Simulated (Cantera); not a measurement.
Feed: 1 mol PbO, 1.2 mol H2, at 848 K and 0.465 Torr.

Cantera equilibrium calculation (NASA polynomials, part measured and part estimated; ideal gas, pure solids and liquids). Candidate condensed phases: H2O, Pb, PbO, PbO2, Pb3O4; 12 gas species. The numbers say what is thermodynamically allowed, not how fast it happens.

Base state: H2O 0.833, H2 0.167, Pb 0.000482 (mole fractions); condensed: Pb(l).

Problem. What changes in the equilibrium state with this change: temperature from 848 K to 1525 K?

Solution. 
```json
[
 {"species": "Pb", "before": "0.000482", "after": "0.453"},
 {"species": "H2O", "before": "0.833", "after": "0.453"},
 {"species": "H2", "before": "0.167", "after": "0.0918"},
 {"species": "PbO", "before": "<1e-9", "after": "0.00101"},
 {"species": "H", "before": "<1e-9", "after": "0.000288"},
 {"species": "OH", "before": "<1e-9", "after": "4.41e-5"},
 {"species": "Pb(l), mol", "before": "0.999", "after": "0"}
]
```
